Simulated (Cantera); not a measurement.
Input: 1 mol Si, 7.6 mol Br2, 1.2 mol N2, at 1273 K and 0.133 bar.

Equilibrium computed with Cantera from the NASA thermochemical tables; the gas is ideal and each condensed phase is pure. Candidate condensed phases: Br2, Si, Si3N4; 13 gas species. The tables' values for SiBr3 are old estimates; treat these amounts as uncertain. Kinetics and transport are ignored.

Base state: Br2 0.587, Br 0.152, N2 0.142, SiBr4 0.118, SiBr3 1.01e-5 (mole fractions); condensed: gas only.

Problem. What changes in the equilibrium state with this change: pressure from 0.133 bar to 1.00 bar?

Solution. 
```json
[
 {"species": "Br2", "before": "0.587", "after": "0.667"},
 {"species": "N2", "before": "0.142", "after": "0.149"},
 {"species": "SiBr4", "before": "0.118", "after": "0.124"},
 {"species": "Br", "before": "0.152", "after": "0.0592"},
 {"species": "SiBr3", "before": "1.01e-5", "after": "3.63e-6"}
]
```
